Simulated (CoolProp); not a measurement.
Saturation properties of hexamethyldisiloxane (MM).

Computed with CoolProp (reference Helmholtz-energy equation of state, Thol 2016).

```tsv
T (°C)	p (MPa)	liquid density (kg/m³)	liquid cp (kJ/(kg K))
22.65	0.004944	762.0	1.894
31.45	0.007667	752.7	1.917
40.25	0.01153	743.3	1.940
49.05	0.01688	733.7	1.964
57.85	0.02409	724.1	1.989
66.65	0.03360	714.3	2.014
75.45	0.04592	704.3	2.040
84.25	0.06158	694.2	2.066
93.05	0.08117	683.8	2.093
```

It boils at 100.5 °C under 1 atm.
